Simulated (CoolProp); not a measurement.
The numbers come from the reference Helmholtz-energy equation of state, Lemmon 2022 in CoolProp.

Q: Give the vapour pressure (bar), liquid density (kg/m³), enthalpy of vaporisation (kJ/kg), vapour Z of saturated R1234yf at 286.5 K.

A: 
| T (K) | p (bar) | liquid density (kg/m³) | enthalpy of vaporisation (kJ/kg) | vapour Z |
|---|---|---|---|---|
| 286.5 | 4.85 | 1130 | 154 | 0.865 |
